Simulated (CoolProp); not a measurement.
200 sccm (0 °C, 1 atm) of nitrogen bubbles through liquid hexamethyldisiloxane (MM) at 329.8 K and leaves saturated at a total pressure of 0.0974 MPa (ideal gas phase). Each further row changes one setting.

Computed with CoolProp (reference Helmholtz-energy equation of state, Thol 2016).

```tsv
case	vapour pressure (kPa)	mole fraction of vapour	delivery (mg/min)	delivery (sccm)	change of delivery for a bath 1 K warmer (%)
as stated	23.0	0.236	447	61.8	5.3
bath temperature 334.8 K	27.9	0.286	581	80.2	5.5
total pressure 0.195 MPa	23.0	0.118	194	26.7	4.6
```
